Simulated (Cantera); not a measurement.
An isothermal plug-flow reactor at 1300 K and 1.00 bar (inlet), inlet velocity 0.44 m/s, active area per volume 860 1/m; feed 0.492 % CH4, 3.96 % O2, 94.8 % N2, 0.756 % H2O, equivalence ratio 0.25.

Cantera simulation using Deutschmann's 1995 Pt surface mechanism with GRI-Mech 3.0 gas chemistry; the numbers are that mechanism's predictions, not measurements. Catalytic surfaces can have several steady states; this one follows from the mechanism file's or the stated starting coverage. Mass transfer to the wall is taken as infinitely fast.

One state of this run: x CH4 = 0.000231; x O2 = 0.0305; x H2O = 0.0167; x CO2 = 0.00450; x CO = 8.26e-7; θ free Pt = 0.612; θ O* = 0.387; θ OH* = 0.00125. x: gas mole fraction; θ: surface coverage.

Which value of z (m) does it belong to?
A. 0.0038
B. 0.011
C. 0.0014
D. 0.00082

C, 0.0014
